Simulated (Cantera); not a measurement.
A jet of 9.12 % CH4, 9.02 % O2, 81.9 % N2 at 300 K and 0.470 bar hits a platinum plate 5.9 cm away at a mass flux of 0.072 kg/m²/s; the plate temperature is set and raised in steps from an oxygen-covered start.

Model: Deutschmann's 1995 Pt surface mechanism with GRI-Mech 3.0 gas chemistry, integrated in Cantera. Catalytic surfaces can have several steady states; this one follows from the mechanism file's or the stated starting coverage.

x: mole fraction at the wall; θ: surface coverage.

| plate T (K) | wall x CH4 | wall x O2 | wall x H2O | wall x OH | wall x CO | wall x CO2 | θ free Pt | θ H* | θ CO* | θ C* |
|---|---|---|---|---|---|---|---|---|---|---|
| 950 | 0.0347 | 0.00874 | 0.0881 | <1e-8 | 0.0588 | 4.52e-5 | 0.165 | 0.00230 | 0.102 | 0.731 |
| 1000 | 0.0261 | 0.00639 | 0.0838 | <1e-8 | 0.0674 | 5.13e-5 | 0.201 | 0.00310 | 0.0767 | 0.719 |
| 1050 | [?] | [?] | [?] | <1e-8 | 0.0831 | [?] | [?] | [?] | [?] | [?] |
| 1100 | 0.00264 | 0.000749 | 0.0693 | <1e-8 | 0.0890 | 0.00234 | 0.639 | 0.00608 | 0.247 | 0.109 |
| 1150 | [?] | [?] | 0.0649 | <1e-8 | 0.0855 | [?] | [?] | 0.00583 | [?] | [?] |

Task: What belongs in the gaps?

Result: 
- 1050, wall x CH4: 0.0104
- 1050, wall x O2: 0.00255
- 1050, wall x H2O: 0.0752
- 1050, wall x CO2: 0.000175
- 1050, θ free Pt: 0.334
- 1050, θ H*: 0.00469
- 1050, θ CO*: 0.124
- 1050, θ C*: 0.537
- 1150, wall x CH4: 0.00176
- 1150, wall x O2: 0.000535
- 1150, wall x CO2: 0.00750
- 1150, θ free Pt: 0.775
- 1150, θ CO*: 0.188
- 1150, θ C*: 0.0319
